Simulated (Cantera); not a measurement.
Cantera run, input and output.

```python
import numpy as np
import cantera as ct

gas = ct.Solution("gri30.yaml")
gas.TPX = 1273, 52000, {'H2': 1.7, 'O2': 1, 'N2': 3.9}
reactor = ct.IdealGasConstPressureReactor(gas, energy="off", clone=False)
net = ct.ReactorNet([reactor])
net.rtol, net.atol = 1e-08, 1e-18
show = ['H2', 'O2', 'NO2', 'NO', 'N2O', 'O']
times = np.geomspace(3e-05, 10, 11)

steps = ct.SolutionArray(gas, extra=["t"])
rows = []
print(f"{'t/s':>10s}{'T/K':>9s}{'P/Pa':>11s}" + "".join(f"{s:>11s}" for s in show))
for t in times:
    while net.time < t:
        t_next = net.step()
        steps.append(gas.state, t=t_next)
    rows.append([np.interp(t, steps.t, y) for y in (steps.T, steps.P, *steps(*show).X.T)])
    print(f"{t:10.3e}{rows[-1][0]:9.1f}{rows[-1][1]:11.4g}" + "".join(f"{x:11.3e}" for x in rows[-1][2:]))
rate = np.gradient(steps.T, steps.t)
print("integrator steps:", len(steps.t))
if steps.T.max() > steps.T[0] + 200:
    print(f"time of steepest temperature rise: {steps.t[rate.argmax()]:.4e} s")
gas.TPX = 1273, 52000, {'H2': 1.7, 'O2': 1, 'N2': 3.9}
gas.equilibrate("TP")
print(f"equilibrium (TP): T = {gas.T:.1f} K  " + "  ".join(f"{s} {gas[s].X[0]:.3e}" for s in show))
```

Result:

```
       t/s      T/K       P/Pa         H2         O2        NO2         NO        N2O          O
 3.000e-05   1273.0    5.2e+04  2.575e-01  1.515e-01  2.687e-18  6.600e-14  3.212e-12  6.559e-06
 1.070e-04   1273.0    5.2e+04  2.860e-02  4.427e-02  9.912e-10  1.029e-05  3.645e-08  8.898e-03
 3.817e-04   1273.0    5.2e+04  5.029e-03  2.814e-02  5.656e-09  1.424e-05  6.454e-08  7.762e-04
 1.361e-03   1273.0    5.2e+04  4.894e-04  2.618e-02  4.942e-08  1.430e-05  9.096e-08  5.807e-05
 4.856e-03   1273.0    5.2e+04  4.074e-05  2.606e-02  1.356e-07  1.422e-05  1.025e-07  5.228e-06
 1.732e-02   1273.0    5.2e+04  4.445e-06  2.607e-02  1.121e-07  1.424e-05  1.061e-07  7.547e-07
 6.178e-02   1273.0    5.2e+04  8.218e-07  2.607e-02  5.777e-08  1.430e-05  1.031e-07  1.618e-07
 2.204e-01   1273.0    5.2e+04  2.382e-07  2.608e-02  3.996e-08  1.432e-05  8.547e-08  4.710e-08
 7.860e-01   1273.0    5.2e+04  1.404e-07  2.608e-02  4.337e-08  1.431e-05  4.219e-08  2.534e-08
 2.804e+00   1273.0    5.2e+04  1.360e-07  2.608e-02  4.401e-08  1.431e-05  7.177e-09  2.425e-08
 1.000e+01   1273.0    5.2e+04  1.360e-07  2.608e-02  4.401e-08  1.431e-05  4.888e-09  2.424e-08
integrator steps: 1829
equilibrium (TP): T = 1273.0 K  H2 1.361e-07  O2 2.603e-02  NO2 3.337e-07  NO 1.086e-04  N2O 4.885e-09  O 2.422e-08
```

Computed with Cantera and GRI-Mech 3.0 (53 species, 325 reactions). The temperature is held fixed by assumption; the heat of reaction is taken as removed at once.
